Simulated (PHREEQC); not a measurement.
Consider water at 80 °C with 20 mmol/kgw NH4HF2, 4.6 mmol/kgw (NH4)2SiF6 and 1.3 mmol/kgw H3PO4. Closed to the air; pH follows from the charge balance.

Equilibrium calculation in PHREEQC: ion-association model, phreeqc.dat.

Each row changes one thing in this solution. Precipitation was switched off in this run.

```json
[
 {"case": "as made", "pH": "3.52", "ionic strength (mol/kgw)": "0.0341", "HF (mol/kgw)": "0.0194", "F- (mol/kgw)": "0.0177", "HF2- (mol/kgw)": "0.00147", "H2PO4- (mol/kgw)": "0.00122", "SI of Quartz (SiO2)": "-2.58"},
 {"case": "diluted 10-fold with water", "pH": "3.55", "ionic strength (mol/kgw)": "0.00326", "HF (mol/kgw)": "0.00348", "F- (mol/kgw)": "0.00298", "HF2- (mol/kgw)": "4.45e-5", "H2PO4- (mol/kgw)": "0.000122", "SI of Quartz (SiO2)": "-0.07"},
 {"case": "H3PO4 from 0.0013 to 0.00013 mol/kgw", "pH": "3.57", "ionic strength (mol/kgw)": "0.0341", "HF (mol/kgw)": "0.0183", "F- (mol/kgw)": "0.0187", "HF2- (mol/kgw)": "0.00147", "H2PO4- (mol/kgw)": "0.000123", "SI of Quartz (SiO2)": "-2.54"},
 {"case": "NH4HF2 from 0.02 to 0.2 mol/kgw", "pH": "3.45", "ionic strength (mol/kgw)": "0.214", "HF (mol/kgw)": "0.130", "F- (mol/kgw)": "0.129", "HF2- (mol/kgw)": "0.0707", "H2PO4- (mol/kgw)": "0.00122", "SI of Quartz (SiO2)": "-7.79"},
 {"case": "NH4HF2 from 0.02 to 0.002 mol/kgw", "pH": "3.29", "ionic strength (mol/kgw)": "0.0152", "HF (mol/kgw)": "0.00731", "F- (mol/kgw)": "0.00371", "HF2- (mol/kgw)": "0.000116", "H2PO4- (mol/kgw)": "0.00117", "SI of Quartz (SiO2)": "+0.38"}
]
```

Some of these states are supersaturated (in Quartz (slow to form), Chalcedony (slow to form), for instance). Constants without temperature data keep their 25 °C values here. SiF6-2 is the database's only silicon fluoride.
